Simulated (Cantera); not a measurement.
Input: 1 mol CH3SiCl3, 0.2 mol CH4, 560 mol H2, 0.05 mol C2H2, held at 0.240 bar.

Cantera equilibrium calculation (NASA polynomials, part measured and part estimated; ideal gas, pure solids and liquids). Candidate condensed phases: C, C6H6, C7H8, C8H18, Si, SiC; 109 gas species. The feed counts by its element totals alone. Kinetics and transport are ignored. All values below are at 1973 K.

Base state: H2 0.992, HCl 0.00529, H 0.00274, C2H2 (acetylene) 0.000244, CH4 6.68e-5, Cl 1.09e-5, Si 1.05e-5 (mole fractions); condensed: SiC(s).

What changes in the equilibrium state with this change: pressure from 0.240 bar to 2.70 mbar?


```
species       before     after
-----------  -------  --------
H2             0.992     0.968
H            0.00274    0.0255
HCl          0.00529   0.00514
Si           1.05e-5  0.000600
SiC2         1.47e-7   2.03e-5
CH4          6.68e-5   1.11e-6
SiC(s), mol    0.984     0.608
```
